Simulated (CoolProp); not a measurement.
Nitrogen along the isobar 38.6 bar: fugacity coefficient from the reference equation and from simpler models built on Tc = 126.2 K, pc = 33.96 bar, ω = 0.037; each cubic takes its own stable root.

Model: reference Helmholtz-energy equation of state, Span 2000, in CoolProp.

| T (K) | phase | reference |
|---|---|---|
| 72.2 | liquid | 0.01644 |
| 98.4 | liquid | 0.1804 |
| 124.7 | liquid | 0.5799 |
| 150.9 | supercritical | 0.7940 |
| 177.2 | supercritical | 0.8793 |
| 203.4 | supercritical | 0.9274 |
| 229.6 | supercritical | 0.9569 |
| 255.9 | supercritical | 0.9758 |
| 282.1 | supercritical | 0.9884 |
| 308.4 | supercritical | 0.9971 |
| 334.6 | supercritical | 1.003 |
| 360.8 | supercritical | 1.007 |

**Question.** How far does each simpler model (van der Waals, Redlich-Kwong) lie from the reference over these 12 states: mean and median of the absolute difference, and the worst?

**Answer.** 
- van der Waals: mean 35.4 %, median 2.0 %, worst +338.7 % at 72.2 K and 38.6 bar
- Redlich-Kwong: mean 2.4 %, median 0.7 %, worst -20.9 % at 72.2 K and 38.6 bar
